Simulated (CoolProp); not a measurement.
Vapour-liquid equilibrium of isopentane (1) + R365MFC (2) at 0.449 bar; x and y are mole fractions of (1).

Model: multi-fluid Helmholtz-energy mixture model, Lemmon 2006 and Lemmon 2016; pair parameters Bell 2016, in CoolProp.

```json
[
 {"x": "0.05", "bubble temperature, mixture model (K)": "286.6", "bubble temperature, Raoult's law (K)": "291.7", "y, mixture model": "0.256", "y, Raoult's law": "0.081"},
 {"x": "0.125", "bubble temperature, mixture model (K)": "281.1", "bubble temperature, Raoult's law (K)": "290.6", "y, mixture model": "0.455", "y, Raoult's law": "0.194"},
 {"x": "0.2", "bubble temperature, mixture model (K)": "?", "bubble temperature, Raoult's law (K)": "289.5", "y, mixture model": "?", "y, Raoult's law": "0.298"},
 {"x": "0.275", "bubble temperature, mixture model (K)": "276.4", "bubble temperature, Raoult's law (K)": "288.4", "y, mixture model": "?", "y, Raoult's law": "0.393"},
 {"x": "0.35", "bubble temperature, mixture model (K)": "275.5", "bubble temperature, Raoult's law (K)": "287.3", "y, mixture model": "0.634", "y, Raoult's law": "0.480"},
 {"x": "0.425", "bubble temperature, mixture model (K)": "?", "bubble temperature, Raoult's law (K)": "286.3", "y, mixture model": "0.651", "y, Raoult's law": "0.560"},
 {"x": "0.5", "bubble temperature, mixture model (K)": "274.9", "bubble temperature, Raoult's law (K)": "285.3", "y, mixture model": "0.662", "y, Raoult's law": "0.634"},
 {"x": "0.575", "bubble temperature, mixture model (K)": "274.8", "bubble temperature, Raoult's law (K)": "284.4", "y, mixture model": "0.671", "y, Raoult's law": "0.702"},
 {"x": "0.65", "bubble temperature, mixture model (K)": "274.7", "bubble temperature, Raoult's law (K)": "283.4", "y, mixture model": "0.680", "y, Raoult's law": "0.765"},
 {"x": "0.725", "bubble temperature, mixture model (K)": "274.7", "bubble temperature, Raoult's law (K)": "282.5", "y, mixture model": "0.695", "y, Raoult's law": "0.823"},
 {"x": "0.8", "bubble temperature, mixture model (K)": "274.9", "bubble temperature, Raoult's law (K)": "281.6", "y, mixture model": "0.721", "y, Raoult's law": "0.876"},
 {"x": "0.875", "bubble temperature, mixture model (K)": "275.5", "bubble temperature, Raoult's law (K)": "280.8", "y, mixture model": "?", "y, Raoult's law": "0.926"},
 {"x": "0.95", "bubble temperature, mixture model (K)": "?", "bubble temperature, Raoult's law (K)": "279.9", "y, mixture model": "0.871", "y, Raoult's law": "0.971"}
]
```

Problem. Complete the blanks.

Solution. 
- 0.2, bubble temperature, mixture model (K): 278.1
- 0.2, y, mixture model: 0.552
- 0.275, y, mixture model: 0.604
- 0.425, bubble temperature, mixture model (K): 275.1
- 0.875, y, mixture model: 0.771
- 0.95, bubble temperature, mixture model (K): 277.1

The largest gap from Raoult's law is -12.0 K in bubble temperature, at x = 0.275. y crosses x between x = 0.65 and 0.725: the model has an azeotrope there.

The pair parameters rest on a limited set of measurements; away from them the model extrapolates.
